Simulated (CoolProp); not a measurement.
A closed Brayton cycle with nitrogen: compressor inlet 311.15 K and 7.4 MPa, high pressure 16.9 MPa, turbine inlet 735 K, compressor efficiency 0.85, turbine efficiency 0.85, recuperator effectiveness 0.95 (on enthalpy, no pinch check). Each further row changes one setting.

Computed with CoolProp (reference Helmholtz-energy equation of state, Span 2000).

```
case                           thermal efficiency (%)  net work (kJ/kg)  compressor to turbine work  compressor exit (K)  turbine exit (K)
-----------------------------  ----------------------  ----------------  --------------------------  -------------------  ----------------
as stated                                        24.3              38.9                        0.73                410.0             608.8
turbine inlet 685 K                        (withheld)              29.1                        0.78                410.0             566.1
compressor inlet 321.15 K                        22.2        (withheld)                        0.76                423.1             608.8
high pressure 14.4 MPa                           26.3        (withheld)                        0.70                388.9             631.4
recuperator effectiveness 0.5                    15.1              38.9                        0.73                410.0             608.8
```

Q: Some entries are withheld; supply them.

A: 
- turbine inlet 685 K, thermal efficiency (%): 19.6
- compressor inlet 321.15 K, net work (kJ/kg): 35.2
- high pressure 14.4 MPa, net work (kJ/kg): 36.0
